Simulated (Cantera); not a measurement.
# Adiabatic ignition

An adiabatic, constant-pressure homogeneous reactor starts with 38.7 % H2, 12.9 % O2, 48.3 % N2, 0.104 % NO, at 1150 K and 25.0 bar.

Computed with Cantera and GRI-Mech 3.0 (53 species, 325 reactions). The hydrogen kinetics of GRI-Mech 3.0 are dated; newer H2 mechanisms differ, most at raised pressure. The pressure lies above the range GRI-Mech 3.0 was tuned for (to about 10 atm). The mechanism lacks 2 NO + O2 → 2 NO2 and HONO, so NO2 and the effect of NO are under-described below about 1400 K.

```json
[
 {"t (s)": "9.00e-6", "T (K)": "1150", "x H2": "0.387", "x O2": "0.129", "x NO2": "3.93e-6", "x HO2": "1.71e-6", "x NO": "0.00104"},
 {"t (s)": "3.27e-5", "T (K)": "1155", "x H2": "0.386", "x O2": "0.128", "x NO2": "0.000312", "x HO2": "7.57e-5", "x NO": "0.000728"},
 {"t (s)": "0.000119", "T (K)": "2893", "x H2": "0.146", "x O2": "0.000151", "x NO2": "8.79e-8", "x HO2": "5.77e-7", "x NO": "0.00105"},
 {"t (s)": "0.000433", "T (K)": "2894", "x H2": "0.146", "x O2": "0.000152", "x NO2": "7.91e-8", "x HO2": "5.80e-7", "x NO": "0.000943"},
 {"t (s)": "0.00157", "T (K)": "2894", "x H2": "0.146", "x O2": "0.000152", "x NO2": "7.91e-8", "x HO2": "5.80e-7", "x NO": "0.000943"},
 {"t (s)": "0.00572", "T (K)": "2894", "x H2": "0.146", "x O2": "0.000152", "x NO2": "7.91e-8", "x HO2": "5.80e-7", "x NO": "0.000943"},
 {"t (s)": "0.0208", "T (K)": "2894", "x H2": "0.146", "x O2": "0.000152", "x NO2": "7.91e-8", "x HO2": "5.80e-7", "x NO": "0.000943"},
 {"t (s)": "0.0756", "T (K)": "2894", "x H2": "0.146", "x O2": "0.000152", "x NO2": "7.91e-8", "x HO2": "5.80e-7", "x NO": "0.000943"},
 {"t (s)": "0.275", "T (K)": "2894", "x H2": "0.146", "x O2": "0.000152", "x NO2": "7.91e-8", "x HO2": "5.80e-7", "x NO": "0.000943"},
 {"t (s)": "1.00", "T (K)": "2894", "x H2": "0.146", "x O2": "0.000152", "x NO2": "7.91e-8", "x HO2": "5.80e-7", "x NO": "0.000943"}
]
```
x: mole fraction; the columns are a selection and need not sum to one.

```
Property                                                              Result
---------------------------------  -----------------------------------------
time of steepest temperature rise                                    87.3 µs
temperature at 1.00 s                                                 2894 K
equilibrium temperature                                               2894 K
x(H2) at 1.00 s                          0.146 (gas-phase equilibrium 0.146)
x(O2) at 1.00 s                    0.000152 (gas-phase equilibrium 0.000152)
x(NO2) at 1.00 s                     7.91e-8 (gas-phase equilibrium 7.91e-8)
```
